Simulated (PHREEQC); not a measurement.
## Metal-bearing waste water (model solution)

Solution (25 °C): 0.0013 mol FeCl3, 0.00048 mol CuCl2, 0.02 mol H2SO4 and 4.5e-05 mol Na2CO3 per kg of water. Closed to the air; pH follows from the charge balance.

Equilibrium calculation in PHREEQC: ion-association model, phreeqc.dat.

Precipitation was switched off in this run.

Problem. Estimate the pH, ionic strength.

Solution. pH 1.60; ionic strength 0.0395 mol/kgw.

Problem. In which forms is Fe present?

Solution. FeSO4+ 78 %, FeHSO4+2 8.9 %, Fe(SO4)2- 6.4 %, Fe+3 5.9 %, FeOH+2 0.8 % of the Fe.

The solution is supersaturated, for example in Hematite (slow to form), Goethite (slow to form), so a real one may precipitate; this is no full list.
